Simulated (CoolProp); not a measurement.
R507A at 298.15 K and 0.718 MPa is throttled through a valve to 0.262 MPa with no heat exchange. Each further row changes one setting.

Model: reference Helmholtz-energy equation of state, Lemmon 2003, in CoolProp. It is a pseudo-pure fit of the blend.

| case | temperature change (K) | final density (kg/m³) |
|---|---|---|
| as stated | (withheld) | 11.3 |
| outlet pressure 0.0786 MPa | -12.1 | (withheld) |
| outlet pressure 0.341 MPa | (withheld) | 14.9 |

Complete the blanks.


- as stated, temperature change (K): -8.5
- outlet pressure 0.0786 MPa, final density (kg/m³): 3.32
- outlet pressure 0.341 MPa, temperature change (K): -7.0
